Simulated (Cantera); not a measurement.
A closed system holds: 1 mol SiHCl₃, 0.9 mol NH₃, held at 1198.15 K and 41.0 Pa.

These are equilibrium values from Cantera (NASA tables, ideal gas, pure condensed phases), not measurements of a reactor. Candidate condensed phases: NH₄Cl, Si, Si₃N₄; 28 gas species. The tables' values for SiCl₃ are old estimates; treat these amounts as uncertain. The numbers say what is thermodynamically allowed, not how fast it happens.

Base state: HCl 0.502, H₂ 0.339, SiCl₄ 0.0813, SiCl₂ 0.0360, N₂ 0.0222, SiCl₃ 0.0182, SiHCl₃ 0.00148 (mole fractions); condensed: Si₃N₄(s).

**Question.** What changes in the equilibrium state with this change: temperature from 1198.15 K to 1548 K?

**Answer.** 
```csv
species,before,after
H₂,0.339,0.358
SiCl₂,0.0360,0.259
HCl,0.502,0.259
N₂,0.0222,0.119
SiCl₄,0.0813,0.000190
SiCl₃,0.0182,0.00419
Si,<1e-9,3.23e-5
SiCl,2.06e-8,0.000139
H,5.48e-6,0.000910
Cl,7.03e-6,0.000525
"Si₃N₄(s), mol",0.190,0
```
The tables' values for SiCl₃, SiCl are old estimates; treat these amounts as uncertain.
